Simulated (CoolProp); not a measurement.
The numbers come from the reference Helmholtz-energy equation of state, Thol 2019 in CoolProp.

Question: Give the vapour pressure (MPa), liquid cp (kJ/(kg K)), liquid viscosity (µPa s), vapour viscosity (µPa s) of saturated n-hexane at 105.85, 126.85 °C.

Answer: 
```csv
T (°C),p (MPa),liquid cp (kJ/(kg K)),liquid viscosity (µPa s),vapour viscosity (µPa s)
105.85,0.286,2.67,147,7.94
126.85,0.466,2.79,125,8.58
```

Viscosity comes from a separate model (Michailidou 2013).
